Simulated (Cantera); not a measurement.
Feed: 1 mol SiH₂Cl₂, 40 mol N₂, held at 1125 K and 1 atm.

Equilibrium computed with Cantera from the NASA thermochemical tables; the gas is ideal and each condensed phase is pure. Candidate condensed phases: NH₄Cl, Si, Si₃N₄; 28 gas species. N₂ is the only nitrogen source here; it is nearly inert below about 1500 K, so the nitride shown seldom forms there in practice. The tables' values for SiCl₃ are old estimates; treat these amounts as uncertain. Kinetics and transport are ignored.

Base state: N₂ 0.955, HCl 0.0329, H₂ 0.00778, SiCl₄ 0.00387, SiHCl₃ 1.59e-5, SiCl₃ 1.30e-5 (mole fractions); condensed: Si₃N₄(s).

Question: What changes in the equilibrium state with this change: temperature from 1125 K to 1723 K?

Answer: 
| species | before | after |
|---|---|---|
| N₂ | 0.955 | 0.953 |
| HCl | 0.0329 | 0.0297 |
| H₂ | 0.00778 | 0.00922 |
| SiCl₂ | 5.35e-7 | 0.00601 |
| SiCl₄ | 0.00387 | 0.000566 |
| H | 3.89e-9 | 1.74e-5 |
| Cl | 1.46e-8 | 4.34e-5 |
| Si₃N₄(s), mol | 0.280 | 0.223 |
